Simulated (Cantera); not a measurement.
Mixture: 44.4 % H2, 11.7 % O2, 43.9 % N2, equivalence ratio 1.9, at 7500 Torr, adiabatic and at constant volume. Ignition delay is the time to a rise of 400 K.

Cantera simulation using GRI-Mech 3.0 (53 species, 325 reactions); the numbers are that mechanism's predictions, not measurements. The hydrogen kinetics of GRI-Mech 3.0 are dated; newer H2 mechanisms differ, most at raised pressure. Where the delays flatten at high temperature, the 400 K rule measures the pace of heat release, not the induction time.

Predict: delay at 1323 K; delay at 1523 K; delay at 1723 K; delay at 1923 K.


| Quantity | Result |
|---|---|
| delay at 1323 K | 4.32 µs |
| delay at 1523 K | 1.37 µs |
| delay at 1723 K | 0.757 µs |
| delay at 1923 K | 0.515 µs |
